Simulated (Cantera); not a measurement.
## SiCl₄ + NH₃ + N₂ (silicon nitride deposition)

Feed: 1 mol SiCl₄, a varied amount of NH₃, 33 mol N₂, at 1548.15 K and 0.233 Torr.

These are equilibrium values from Cantera (NASA tables, ideal gas, pure condensed phases), not measurements of a reactor. Candidate condensed phases: NH₄Cl, Si, Si₃N₄; 28 gas species. The tables' values for SiCl₃, SiCl are old estimates; treat these amounts as uncertain. The numbers say what is thermodynamically allowed, not how fast it happens.

```csv
n(NH₃) (mol),x N₂,x H₂,x HCl,x SiCl₂,x H,n Si₃N₄(s)
2.2,0.865,0.0583,0.0503,0.0251,0.000423,0
2.8,0.847,0.0787,0.0489,0.0244,0.000491,0
3.5,0.827,0.101,0.0474,0.0236,0.000557,0
4.5,0.801,0.130,0.0453,0.0225,0.000633,0
5.6,0.775,0.160,0.0432,0.0214,0.000700,0
7.2,0.740,0.197,0.0421,0.0193,0.000778,0.0132
9.1,0.705,0.235,0.0419,0.0165,0.000850,0.0376
12,0.660,0.285,0.0407,0.0135,0.000935,0.0657
15,0.622,0.327,0.0390,0.0112,0.00100,0.0876
19,0.581,0.372,0.0366,0.00907,0.00107,0.110
24,0.540,0.417,0.0337,0.00721,0.00113,0.130
30,0.503,0.459,0.0307,0.00569,0.00119,0.149
38,0.467,0.500,0.0273,0.00435,0.00124,0.168
```
x: gas mole fraction; n: condensed amount in mol.

From 2.2 mol NH₃ to 5.6 mol NH₃ nothing is condensed. From 7.2 mol NH₃ to 38 mol NH₃ the condensed part is Si₃N₄(s). The main Si-bearing gas is SiCl₂ throughout.
